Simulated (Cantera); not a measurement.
A closed system holds: 1 mol PbO, 0.03 mol O2, 14 mol H2, at 523 K and 13.3 mbar.

Equilibrium computed with Cantera from the NASA thermochemical tables; the gas is ideal and each condensed phase is pure. Candidate condensed phases: H2O, Pb, PbO, PbO2, Pb3O4; 12 gas species. Rates play no part.

What is the equilibrium state?


```
Quantity                                Result
-----------------------------------  ---------
x(H2)                                    0.924
x(H2O)                                  0.0757
n(Pb(s))                              1.00 mol
gas amount                           14.00 mol
log10 activity of PbO2(s) (absent)      -28.58
log10 activity of Pb3O4(s) (absent)     -39.96
```
